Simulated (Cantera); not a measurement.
# HMDSO + H2O + N2 (silicon oxide and oxynitride deposition)

Charge: 1 mol HMDSO, 0.44 mol H2O, 88 mol N2, at 500 K and 0.00133 bar.

Method: chemical equilibrium by Gibbs-energy minimisation in Cantera with the NASA 1993 tables (ideal gas, pure condensed phases). Candidate condensed phases: C, C6H6, C7H8, C8H18, H2O, Si, SiC, SiO2, Si2N2O, Si3N4; 151 gas species. The feed counts by its element totals alone. N2 is the only nitrogen source here; it is nearly inert below about 1500 K, so the nitride shown seldom forms there in practice. Kinetics and transport are ignored.

```yaml
x(N2): 0.916
x(H2): 0.0682
x(CH4): 0.0155
x(NH3): 7.22e-6
n(C(graphite)): 4.52 mol
n(SiO2(α-quartz)): 0.293 mol
n(Si2N2O(s)): 0.853 mol
gas_amount: 95.11 mol
log10 activity of Si(s) (absent): -25.53
log10 activity of C7H8(l) (absent): -35.37
```
